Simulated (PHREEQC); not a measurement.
Dissolve 0.0087 mol/kgw Li2SO4 and 6.8e-05 mol/kgw K2CO3 at 25 °C. Closed to the air; pH follows from the charge balance.

Model: ion-association model, phreeqc.dat, run in PHREEQC.

No solid was allowed to form.

Problem. Predict the pH, specific conductance.

Solution. pH 9.64; specific conductance 1700 µS/cm.

Problem. In which forms is K present?

Solution. K+ 97 %, KSO4- 3.1 % of the K.
